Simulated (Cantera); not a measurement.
## AlCl₃ + NH₃ + H₂ (aluminium nitride and oxide growth)

Feed: 1 mol AlCl₃, 290 mol NH₃, 28 mol H₂, equilibrated at 0.100 bar.

Cantera equilibrium calculation (NASA polynomials, part measured and part estimated; ideal gas, pure solids and liquids). Candidate condensed phases: Al, AlCl₃, AlN, NH₄Cl; 20 gas species. The tables' values for AlCl₂ are old estimates; treat these amounts as uncertain. Rates play no part.

```json
[
 {"T (K)": "675", "x H₂": "0.757", "x N₂": "0.237", "x HCl": "0.00492", "x H": "<1e-12", "x AlCl": "<1e-12", "x NH₃": "0.000420", "x Al": "<1e-12", "n AlN(s)": "0.999"},
 {"T (K)": "775", "x H₂": "0.758", "x N₂": "0.237", "x HCl": "0.00492", "x H": "2.73e-12", "x AlCl": "<1e-12", "x NH₃": "0.000125", "x Al": "<1e-12", "n AlN(s)": "0.999"},
 {"T (K)": "875", "x H₂": "0.758", "x N₂": "0.237", "x HCl": "0.00492", "x H": "1.38e-10", "x AlCl": "<1e-12", "x NH₃": "4.79e-5", "x Al": "<1e-12", "n AlN(s)": "0.998"},
 {"T (K)": "975", "x H₂": "0.758", "x N₂": "0.237", "x HCl": "0.00492", "x H": "3.15e-9", "x AlCl": "1.93e-11", "x NH₃": "2.22e-5", "x Al": "<1e-12", "n AlN(s)": "0.998"},
 {"T (K)": "1075", "x H₂": "0.758", "x N₂": "0.237", "x HCl": "0.00491", "x H": "4.04e-8", "x AlCl": "1.13e-9", "x NH₃": "1.18e-5", "x Al": "<1e-12", "n AlN(s)": "0.997"},
 {"T (K)": "1175", "x H₂": "0.758", "x N₂": "0.237", "x HCl": "0.00491", "x H": "3.37e-7", "x AlCl": "3.25e-8", "x NH₃": "6.92e-6", "x Al": "<1e-12", "n AlN(s)": "0.997"},
 {"T (K)": "1275", "x H₂": "0.758", "x N₂": "0.237", "x HCl": "0.00491", "x H": "2.03e-6", "x AlCl": "5.47e-7", "x NH₃": "4.41e-6", "x Al": "<1e-12", "n AlN(s)": "0.996"},
 {"T (K)": "1375", "x H₂": "0.758", "x N₂": "0.237", "x HCl": "0.00490", "x H": "9.43e-6", "x AlCl": "6.05e-6", "x NH₃": "3.00e-6", "x Al": "3.84e-11", "n AlN(s)": "0.992"},
 {"T (K)": "1475", "x H₂": "0.758", "x N₂": "0.237", "x HCl": "0.00485", "x H": "3.57e-5", "x AlCl": "4.75e-5", "x NH₃": "2.15e-6", "x Al": "1.69e-9", "n AlN(s)": "0.964"},
 {"T (K)": "1575", "x H₂": "0.758", "x N₂": "0.237", "x HCl": "0.00460", "x H": "0.000114", "x AlCl": "0.000273", "x NH₃": "1.60e-6", "x Al": "4.56e-8", "n AlN(s)": "0.820"},
 {"T (K)": "1675", "x H₂": "0.757", "x N₂": "0.238", "x HCl": "0.00376", "x H": "0.000320", "x AlCl": "0.00109", "x NH₃": "1.24e-6", "x Al": "8.26e-7", "n AlN(s)": "0.317"},
 {"T (K)": "1775", "x H₂": "0.757", "x N₂": "0.238", "x HCl": "0.00326", "x H": "0.000796", "x AlCl": "0.00161", "x NH₃": "9.87e-7", "x Al": "4.56e-6", "n AlN(s)": "0"},
 {"T (K)": "1875", "x H₂": "0.756", "x N₂": "0.237", "x HCl": "0.00327", "x H": "0.00180", "x AlCl": "0.00161", "x NH₃": "8.05e-7", "x Al": "1.29e-5", "n AlN(s)": "0"},
 {"T (K)": "1975", "x H₂": "0.754", "x N₂": "0.237", "x HCl": "0.00329", "x H": "0.00376", "x AlCl": "0.00159", "x NH₃": "6.68e-7", "x Al": "3.24e-5", "n AlN(s)": "0"}
]
```
x: gas mole fraction; n: condensed amount in mol.

From 675 K to 1675 K the condensed part is AlN(s). From 1775 K to 1975 K nothing is condensed. The main Al-bearing gas is AlCl₃ at 675 K and AlCl at 1975 K.
